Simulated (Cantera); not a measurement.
Charge: 1 mol AlCl3, 9.5 mol HCl, 6.2 mol N2, equilibrated at 13.3 mbar.

Method: chemical equilibrium by Gibbs-energy minimisation in Cantera with the NASA 1993 tables (ideal gas, pure condensed phases). Candidate condensed phases: Al, AlCl3, AlN, NH4Cl; 20 gas species. The numbers say what is thermodynamically allowed, not how fast it happens.

Question: At 900 K, list the 4 most abundant gas species with their mole fractions, and the condensed phases.

Answer: HCl 0.569, N2 0.371, AlCl3 0.0598, Al2Cl6 2.24e-5. Condensed: gas only.
